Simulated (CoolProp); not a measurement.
Vapour-liquid equilibrium of fluoroethane (R161) (1) + R134a (2) at 0.00231 MPa; x and y are mole fractions of (1).

Computed with CoolProp (multi-fluid Helmholtz-energy mixture model, Wu 2012 and Tillner-Roth 1994; pair parameters Bell 2016).

Give the bubble temperature and the first vapour's composition at x = 0.2, 0.5, 0.8. Is there an azeotrope?

x = 0.2: 185.2 K, y = 0.367; x = 0.5: 181.6 K, y = 0.725; x = 0.8: 178.5 K, y = 0.925. No azeotrope shows between x = 0.05 and 0.95.

The pair parameters rest on a limited set of measurements; away from them the model extrapolates.
